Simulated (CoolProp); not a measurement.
R22 at 126 K and 2.66 MPa flows at 7.6 m/s in a round tube of 25 mm bore and 45 µm roughness, fully developed (64/Re and Nu = 3.66 if laminar; Colebrook and Gnielinski if turbulent). Each further row changes one setting.

Values from CoolProp's reference Helmholtz-energy equation of state, Kamei 1995.

```
case               Reynolds number  Darcy friction factor  pressure drop (Pa/m)  heat-transfer coefficient (W/(m² K))  mass flow (kg/h)
-----------------  ---------------  ---------------------  --------------------  ------------------------------------  ----------------
as stated                      ___                    ___                 50300                                   ___               ___
velocity 15.2 m/s           117000                 0.0243                   ___                                   ___               ___
diameter 50 mm              117000                 0.0215                 21100                                   ___             91100
```

Question: What belongs in the gaps?

Answer: 
- as stated, Reynolds number: 58400
- as stated, Darcy friction factor: 0.0256
- as stated, heat-transfer coefficient (W/(m² K)): 5500
- as stated, mass flow (kg/h): 22800
- velocity 15.2 m/s, pressure drop (Pa/m): 191000
- velocity 15.2 m/s, heat-transfer coefficient (W/(m² K)): 10800
- velocity 15.2 m/s, mass flow (kg/h): 45600
- diameter 50 mm, heat-transfer coefficient (W/(m² K)): 5020

Viscosity comes from a separate model (Bell 2016), an estimate that may be off by 10 % or more. Thermal conductivity comes from a separate model (McLinden 2000), an estimate that may be off by 10 % or more.
